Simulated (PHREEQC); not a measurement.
Consider water at 31 °C with 0.033 mol/kgw KOH, 0.00017 mol/kgw H4SiO4 and 0.001 mol/kgw Na2CO3. Closed to the air; pH follows from the charge balance.

Model: ion-association model, wateq4f.dat, run in PHREEQC.

```csv
quantity,before,after
pH,12.24,12.24
ionic strength (mol/kgw),0.0360,0.0388
NaCO3- (mol/kgw),2.43e-5,9.23e-5
NaHCO3 (mol/kgw),4.97e-9,1.89e-8
SI of Nahcolite (NaHCO3),-7.56,-6.98
SI of Natron (Na2CO3:10H2O),-7.79,-6.92
```

Question: Name the change that produced these shifts.
A. H4SiO4 from 0.00017 to 0.000255 mol/kgw
B. KOH from 0.033 to 0.0066 mol/kgw
C. diluted 2-fold with water
D. Na2CO3 from 0.001 to 0.002 mol/kgw
E. H4SiO4 left out

Answer: D, Na2CO3 from 0.001 to 0.002 mol/kgw

This is a speciation only: nothing precipitates in the calculation.
